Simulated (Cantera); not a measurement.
**Moist CO burnout**

An isothermal, constant-pressure homogeneous reactor starts with 0.687 % CO, 1.18 % O2, 0.0108 % H2O, 98.1 % N2, equivalence ratio 0.29, at 1100 K and 49000 Pa.

Detailed kinetics in Cantera: GRI-Mech 3.0 (53 species, 325 reactions).

```json
[
 {"t (s)": "4.00e-5", "x CO": "0.00687", "x O2": "0.0118", "x H2O": "0.000108", "x H2O2": "<1e-12", "x NO2": "<1e-12", "x H2": "<1e-12"},
 {"t (s)": "0.000145", "x CO": "0.00687", "x O2": "0.0118", "x H2O": "0.000108", "x H2O2": "<1e-12", "x NO2": "<1e-12", "x H2": "<1e-12"},
 {"t (s)": "0.000523", "x CO": "0.00687", "x O2": "0.0118", "x H2O": "0.000108", "x H2O2": "<1e-12", "x NO2": "<1e-12", "x H2": "<1e-12"},
 {"t (s)": "0.00189", "x CO": "0.00687", "x O2": "0.0118", "x H2O": "0.000108", "x H2O2": "<1e-12", "x NO2": "<1e-12", "x H2": "<1e-12"},
 {"t (s)": "0.00684", "x CO": "0.00687", "x O2": "0.0118", "x H2O": "0.000108", "x H2O2": "<1e-12", "x NO2": "<1e-12", "x H2": "<1e-12"},
 {"t (s)": "0.0247", "x CO": "0.00687", "x O2": "0.0118", "x H2O": "0.000108", "x H2O2": "<1e-12", "x NO2": "<1e-12", "x H2": "4.78e-12"},
 {"t (s)": "0.0894", "x CO": "0.00687", "x O2": "0.0118", "x H2O": "0.000108", "x H2O2": "7.18e-11", "x NO2": "<1e-12", "x H2": "1.35e-9"},
 {"t (s)": "0.323", "x CO": "0.00265", "x O2": "0.00964", "x H2O": "0.000102", "x H2O2": "3.23e-9", "x NO2": "5.01e-10", "x H2": "1.97e-6"},
 {"t (s)": "1.17", "x CO": "0.000265", "x O2": "0.00850", "x H2O": "0.000107", "x H2O2": "1.11e-9", "x NO2": "3.24e-9", "x H2": "2.42e-7"},
 {"t (s)": "4.23", "x CO": "1.93e-5", "x O2": "0.00838", "x H2O": "0.000108", "x H2O2": "1.00e-10", "x NO2": "1.06e-8", "x H2": "1.26e-8"},
 {"t (s)": "15.3", "x CO": "9.58e-7", "x O2": "0.00837", "x H2O": "0.000108", "x H2O2": "7.38e-12", "x NO2": "1.36e-8", "x H2": "4.87e-10"},
 {"t (s)": "55.3", "x CO": "2.11e-8", "x O2": "0.00837", "x H2O": "0.000108", "x H2O2": "1.36e-12", "x NO2": "6.82e-9", "x H2": "5.02e-11"},
 {"t (s)": "200", "x CO": "8.63e-10", "x O2": "0.00837", "x H2O": "0.000108", "x H2O2": "<1e-12", "x NO2": "3.30e-9", "x H2": "1.07e-11"}
]
```
x: mole fraction; the columns are a selection and need not sum to one.

Equilibrium at this temperature and pressure: CO 1.45e-10, O2 0.00836, H2O 0.000108, H2O2 <1e-12, NO2 7.59e-8, H2 2.24e-12 (gas phase only).
